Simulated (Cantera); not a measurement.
Input: 1 mol SiH4, 0.11 mol NO, 22 mol H2, 2.1 mol CO2, equilibrated at 6.80 mbar.

Equilibrium computed with Cantera from the NASA thermochemical tables; the gas is ideal and each condensed phase is pure. Candidate condensed phases: C, C6H6, C7H8, C8H18, H2O, Si, SiC, SiO2, Si2N2O, Si3N4; 151 gas species. The tables hold silica as quartz up to 1696 K and as liquid above; real silica turns to tridymite and cristobalite and melts near 1996 K. Rates play no part.

### Question
At 1477 °C, list the 6 most abundant gas species with their mole fractions, and the condensed phases.

### Answer
H2 0.894, CO 0.0792, H2O 0.0148, SiO 0.00715, H 0.00267, N2 0.00208. Condensed: SiO2(condensed).
